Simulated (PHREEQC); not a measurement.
Make-up at 20 °C: 0.0056 mol/kgw HBr and 0.00036 mol/kgw CdCl2. Closed to the air; pH follows from the charge balance.

The numbers come from PHREEQC with the ion-association model, phreeqc.dat.

Precipitation was switched off in this run.

Q: Predict the pH, specific conductance.

A: pH 2.29; specific conductance 2050 µS/cm.

Q: In which forms is Br present?

A: Br- 98 %, CdBr+ 2.3 % of the Br.
